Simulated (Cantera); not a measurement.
What does this Cantera script print?

```python
import numpy as np
import cantera as ct

gas = ct.Solution("h2o2.yaml")
gas.TPX = 348, 100000, {'H2': 1, 'O2': 0.25, 'N2': 0.94}
flame = ct.FreeFlame(gas, width=0.04)
flame.set_refine_criteria(ratio=3, slope=0.08, curve=0.16)
flame.transport_model = "mixture-averaged"
flame.solve(loglevel=0, auto=True)
z, T = flame.grid, flame.T
thick = (T[-1] - T[0]) / np.gradient(T, z).max()
show = ['H2', 'O2', 'H', 'OH', 'O', 'HO2']
print(f"laminar burning velocity  {flame.velocity[0] * 100:.3f} cm/s")
print(f"burnt temperature         {T[-1]:.1f} K")
print(f"thermal thickness         {thick * 1e3:.4f} mm")
print(f"grid points               {len(z)}")
z0 = z[flame.heat_release_rate.argmax()]
print(f"{'z/mm':>9s}{'T/K':>9s}{'u/(m/s)':>9s}" + "".join(f"{s:>11s}" for s in show))
rows = []
for k in (-3, -2, -1.5, -1, -0.5, -0.25, 0, 0.25, 0.5, 1, 2, 4, 8):
    zz = z0 + k * thick
    rows.append([k * thick, np.interp(zz, z, T), np.interp(zz, z, flame.velocity),
                 *(np.interp(zz, z, flame.X[gas.species_index(s)]) for s in show)])
    print(f"{rows[-1][0] * 1e3:9.3f}{rows[-1][1]:9.1f}{rows[-1][2]:9.3f}" + "".join(f"{x:11.3e}" for x in rows[-1][3:]))
```

Result:

```
laminar burning velocity  376.252 cm/s
burnt temperature         2085.7 K
thermal thickness         0.3514 mm
grid points               122
     z/mm      T/K  u/(m/s)         H2         O2          H         OH          O        HO2
   -1.054    348.0    3.763  4.566e-01  1.142e-01  5.132e-17  3.758e-16  1.181e-13  4.717e-13
   -0.703    348.0    3.763  4.566e-01  1.142e-01  3.689e-15  2.735e-14  8.037e-12  5.382e-11
   -0.527    348.0    3.763  4.566e-01  1.142e-01  2.572e-13  2.422e-12  2.386e-10  3.065e-09
   -0.351    348.2    3.764  4.565e-01  1.142e-01  7.903e-11  7.600e-10  6.110e-09  1.463e-07
   -0.176    373.1    4.002  4.515e-01  1.149e-01  1.053e-05  1.956e-05  2.319e-06  1.460e-04
   -0.088    660.3    6.869  4.175e-01  1.089e-01  4.392e-03  9.076e-04  1.630e-04  2.725e-04
    0.000   1074.4   10.858  3.422e-01  8.168e-02  2.950e-02  1.237e-03  1.624e-03  9.522e-05
    0.088   1365.4   13.678  2.601e-01  3.471e-02  6.104e-02  2.692e-03  3.022e-03  3.536e-05
    0.176   1508.6   15.057  2.229e-01  9.549e-03  7.304e-02  3.109e-03  1.910e-03  9.367e-06
    0.351   1628.7   16.157  2.160e-01  9.259e-04  6.791e-02  3.295e-03  9.097e-04  8.716e-07
    0.703   1738.9   17.121  2.241e-01  3.189e-04  5.390e-02  3.368e-03  6.415e-04  3.102e-07
    1.406   1843.9   18.015  2.328e-01  1.887e-04  3.944e-02  3.068e-03  3.976e-04  1.885e-07
    2.811   1931.5   18.742  2.402e-01  9.584e-05  2.698e-02  2.470e-03  2.070e-04  1.038e-07
```

Computed with Cantera and the H2/O2 subset of GRI-Mech 3.0, which has no nitrogen chemistry. Burning velocities carry a grid error of a few per cent, more on coarse grids.
